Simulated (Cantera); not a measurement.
## Adiabatic ignition

An adiabatic, constant-pressure homogeneous reactor starts with CH4 : CO : O2 : N2 = 1 : 0.13 : 1.03 : 9.4 (molar parts), equivalence ratio 2.0, at 1675 K and 4800 Torr.

Cantera simulation using GRI-Mech 3.0 (53 species, 325 reactions); the numbers are that mechanism's predictions, not measurements.

| t (s) | T (K) | x CH4 | x CO | x O2 | x NO | x CH2O |
|---|---|---|---|---|---|---|
| 2.00e-6 | 1675 | 0.0865 | 0.0112 | 0.0891 | <1e-12 | 6.49e-7 |
| 5.02e-6 | 1675 | 0.0864 | 0.0112 | 0.0891 | <1e-12 | 4.83e-6 |
| 1.26e-5 | 1675 | 0.0863 | 0.0112 | 0.0890 | 1.51e-12 | 3.58e-5 |
| 3.17e-5 | 1676 | 0.0856 | 0.0113 | 0.0887 | 8.64e-12 | 0.000220 |
| 7.96e-5 | 1688 | 0.0815 | 0.0119 | 0.0866 | 7.22e-11 | 0.000977 |
| 0.000200 | 2314 | 0.00123 | 0.0681 | 2.30e-5 | 1.87e-5 | 8.84e-6 |
| 0.000502 | 2306 | 0.000388 | 0.0756 | 5.10e-7 | 6.92e-5 | 1.77e-6 |
| 0.00126 | 2302 | 1.26e-5 | 0.0783 | 4.68e-7 | 0.000136 | 6.73e-8 |
| 0.00317 | 2302 | 5.50e-10 | 0.0784 | 4.90e-7 | 0.000118 | 1.74e-8 |
| 0.00796 | 2302 | 2.37e-10 | 0.0784 | 4.94e-7 | 6.27e-5 | 1.74e-8 |
| 0.0200 | 2302 | 2.22e-10 | 0.0784 | 4.95e-7 | 3.30e-5 | 1.74e-8 |
| 0.0502 | 2302 | 2.20e-10 | 0.0784 | 4.96e-7 | 2.43e-5 | 1.74e-8 |
| 0.126 | 2302 | 2.19e-10 | 0.0784 | 4.96e-7 | 2.37e-5 | 1.74e-8 |
| 0.317 | 2302 | 2.19e-10 | 0.0784 | 4.96e-7 | 2.37e-5 | 1.74e-8 |
| 0.796 | 2302 | 2.19e-10 | 0.0784 | 4.96e-7 | 2.37e-5 | 1.74e-8 |
| 2.00 | 2302 | 2.19e-10 | 0.0784 | 4.96e-7 | 2.37e-5 | 1.74e-8 |
x: mole fraction; the columns are a selection and need not sum to one.

- time of steepest temperature rise = 0.167 ms
- temperature at 2.00 s = 2302 K
- equilibrium temperature = 2302 K
- x(CH4) at 2.00 s = 2.19e-10 (gas-phase equilibrium 2.47e-10)
- x(CO) at 2.00 s = 0.0784 (gas-phase equilibrium 0.0784)
- x(O2) at 2.00 s = 4.96e-7 (gas-phase equilibrium 4.96e-7)
